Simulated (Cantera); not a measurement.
Cantera run, input and output.

```python
import numpy as np
import cantera as ct

surf = ct.Interface("diamond.yaml", "diamond_100")
gas, bulk = surf.adjacent["gas"], surf.adjacent["diamond"]
k = surf.kinetics_species_index(bulk.species_names[0])
cover = ["c6HH", "c6H*", "c6*H", "c6**", "c6HM", "c6B"]

rows, drift = [], 0.0
print(f"{'T':>10s}{'um/h':>11s}" + "".join(f"{s:>11s}" for s in cover))
for v in [925, 1000, 1075, 1150, 1225, 1300, 1375]:
    T, P, xH, xCH3 = v, 28000, 0.0011, 4.5e-05
    gas.TPX = T, P, {"H": xH, "CH3": xCH3, "CH4": 0.0039, "H2": 1 - xH - xCH3 - 0.0039}
    surf.TP = bulk.TP = T, P
    surf.coverages = "c6H*:0.1, c6HH:0.9"
    surf.advance_coverages(100.0)
    before = surf.coverages
    surf.advance_coverages(100.0)
    drift = max(drift, np.max(np.abs(surf.coverages - before) / (surf.coverages + 1e-9)))
    rate = surf.net_production_rates[k] * bulk.mean_molecular_weight / bulk.density * 3.6e9
    rows.append([rate, *surf[cover].coverages])
    print(f"{v:10.4g}{rate:11.4e}" + "".join(f"{x:11.3e}" for x in rows[-1][1:]))
```

Output:

```
         T       um/h       c6HH       c6H*       c6*H       c6**       c6HM        c6B
       925 4.3248e+00  6.441e-01  1.179e-02  3.019e-01  5.041e-03  2.919e-02  1.174e-08
      1000 6.1223e+00  5.836e-01  1.774e-02  3.618e-01  8.788e-03  2.046e-02  1.661e-08
      1075 7.2323e+00  5.293e-01  2.462e-02  4.130e-01  1.368e-02  1.309e-02  1.963e-08
      1150 6.0337e+00  4.844e-01  3.210e-02  4.541e-01  1.931e-02  6.214e-03  1.637e-08
      1225 3.5219e+00  4.484e-01  3.967e-02  4.833e-01  2.492e-02  1.942e-03  9.557e-09
      1300 2.1571e+00  4.217e-01  4.688e-02  5.003e-01  2.976e-02  4.863e-04  5.853e-09
      1375 1.7000e+00  4.049e-01  5.351e-02  5.075e-01  3.339e-02  1.180e-04  4.613e-09
```

Detailed kinetics in Cantera: the Harris–Goodwin 1993 mechanism for the reconstructed diamond (100) surface.
